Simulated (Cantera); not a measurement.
Charge: 1 mol B₂O₃, 2 mol BCl₃, 37 mol N₂, at 6.00 mbar.

These are equilibrium values from Cantera (NASA tables, ideal gas, pure condensed phases), not measurements of a reactor. Candidate condensed phases: B, BN, B₂O₃; 25 gas species. Equilibrium is a limit: real reactors are often held back by kinetics, nucleation or transport. All values below are at 502 °C.

Base state: N₂ 0.949, BCl₃ 0.0461, B₃O₃Cl₃ 0.00521 (mole fractions); condensed: B₂O₃(l).

Question: What changes in the equilibrium state with this change: BCl₃ from 2 to 0.75 mol?

Answer: 
```
species        before    after
------------  -------  -------
N₂              0.949    0.980
BCl₃           0.0461   0.0178
B₃O₃Cl₃       0.00521  0.00202
B₂O₃(l), mol    0.797    0.924
```
